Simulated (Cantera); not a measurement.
**Adiabatic ignition**

An adiabatic, constant-volume homogeneous reactor starts with 8.93 % CH₃OH, 19.1 % O₂, 72.0 % N₂, at 1275 K and 16.0 bar.

Detailed kinetics in Cantera: GRI-Mech 3.0 (53 species, 325 reactions). GRI-Mech 3.0 was tuned for natural gas; its chemistry of methanol as a main component is partial and can be far from experiment. The pressure lies above the range GRI-Mech 3.0 was tuned for (to about 10 atm).

```csv
t (s),T (K),P (bar),x CH₃OH,x O₂,x H₂,x HCN,x C₂H₆,x H
2.00e-6,1275,16.0,0.0893,0.191,2.40e-7,<1e-12,7.17e-12,9.06e-10
7.48e-6,1275,16.0,0.0893,0.191,9.63e-7,<1e-12,9.39e-11,9.82e-10
2.80e-5,1275,16.0,0.0893,0.191,4.08e-6,<1e-12,4.77e-10,1.24e-9
0.000105,1275,16.0,0.0892,0.191,2.91e-5,<1e-12,1.60e-9,3.99e-9
0.000391,2853,37.8,<1e-12,0.0534,0.00299,3.85e-10,<1e-12,0.000880
0.00146,2831,37.5,<1e-12,0.0478,0.00294,6.15e-10,<1e-12,0.000812
0.00547,2831,37.5,<1e-12,0.0478,0.00294,6.15e-10,<1e-12,0.000812
0.0205,2831,37.5,<1e-12,0.0478,0.00294,6.15e-10,<1e-12,0.000812
0.0765,2831,37.5,<1e-12,0.0478,0.00294,6.15e-10,<1e-12,0.000812
0.286,2831,37.5,<1e-12,0.0478,0.00294,6.15e-10,<1e-12,0.000812
1.07,2831,37.5,<1e-12,0.0478,0.00294,6.15e-10,<1e-12,0.000812
4.00,2831,37.5,<1e-12,0.0478,0.00294,6.15e-10,<1e-12,0.000812
```
x: mole fraction; the columns are a selection and need not sum to one.

```json
{
 "time_of_steepest_temperature_rise": "0.346 ms",
 "temperature at 4.00 s": "2831 K",
 "equilibrium_temperature": "2831 K",
 "x(CH₃OH) at 4.00 s": "<1e-12 (gas-phase equilibrium <1e-12)",
 "x(O₂) at 4.00 s": "0.0478 (gas-phase equilibrium 0.0478)",
 "x(H₂) at 4.00 s": "0.00294 (gas-phase equilibrium 0.00294)"
}
```
